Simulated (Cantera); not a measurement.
An isothermal plug-flow reactor at 925 K and 1.20 bar (inlet), inlet velocity 0.44 m/s, active area per volume 120 1/m; feed CO : O2 : N2 = 0.0066 : 0.17 : 0.79 (molar parts), equivalence ratio 0.019.

Detailed kinetics in Cantera: Deutschmann's 1995 Pt surface mechanism with GRI-Mech 3.0 gas chemistry. Catalytic surfaces can have several steady states; this one follows from the mechanism file's or the stated starting coverage. Mass transfer to the wall is taken as infinitely fast.

One state of this run: x CO = 0.000568; x O2 = 0.173; x H2O = <1e-12; x CO2 = 0.00628; θ free Pt = 0.100; θ O* = 0.900; θ CO* = 0.000104. x: gas mole fraction; θ: surface coverage.

### Question
Which value of z (m) does it belong to?
A) 0.00084
B) 0.0023
C) 0.0005
D) 0.0003

### Answer
B, 0.0023
